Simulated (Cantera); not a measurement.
Input (Python, Cantera) and output of one run.

```python
import numpy as np
import cantera as ct

gas_names = """
    CL CL2 H HCL H2 Si SiCL SiCL2 SiCL3 SiCL4 SiH SiHCL3 SiH2 SiH2CL2 SiH3 SiH3CL SiH4 Si2 Si3
""".split()
cond_names = """
    Si(cr) Si(L)
""".split()


# ... load() reads the species with a 1 bar reference pressure and builds the phases ...
atoms = {
    'SiCl4': {'Si': 1, 'CL': 4},
    'HCl': {'H': 1, 'CL': 1},
    'H2': {'H': 2},
}
top_T = {}  # K; cautious upper limits of use, not melting points


# ... equilibrate(T, P, feed) seeds the gas with the atoms and calls Mixture.equilibrate('TP', solver="vcs", rtol=1e-11, max_steps=5000) ...
results = []
feed = {'SiCl4': 1, 'HCl': 0.73, 'H2': 17}  # mol
T = 1600  # K
P = 100000  # Pa
mix = equilibrate(T, P, feed)
results.append((T, P, feed, dict(zip(mix.species_names, mix.species_moles))))
print(gas.report(threshold=0.001))
for i in range(1, mix.n_phases):
    print(f"{mix.phase(i).name:16s} {mix.phase_moles(i):12.5e} mol")
```

Result:

```
       temperature   1600 K
          pressure   1e+05 Pa
           density   0.08882 kg/m^3
  mean mol. weight   11.816 kg/kmol
   phase of matter   gas

                          1 kg             1 kmol
                     ---------------   ---------------
          enthalpy        1.5144e+06        1.7894e+07  J
   internal energy        3.8854e+05        4.5909e+06  J
           entropy             17298        2.0439e+05  J/K
    Gibbs function       -2.6163e+07       -3.0914e+08  J
 heat capacity c_p            2939.8             34736  J/K
 heat capacity c_v            2236.1             26421  J/K

                      mass frac. Y      mole frac. X     chem. pot. / RT
                     ---------------   ---------------   ---------------
               HCL           0.38087           0.12344            -34.63
                H2           0.14081            0.8253           -18.985
             SiCL2           0.31403          0.037486           -55.552
             SiCL3          0.079088         0.0069513            -80.69
             SiCL4          0.045654         0.0031753           -105.83
            SiHCL3          0.035139         0.0030655           -90.182
     [  +13 minor]         0.0044023        0.00057893

Si(cr)            0.00000e+00 mol
```

Cantera equilibrium calculation (NASA polynomials, part measured and part estimated; ideal gas, pure solids and liquids). The tables' values for SiCl3 are old estimates; treat these amounts as uncertain.
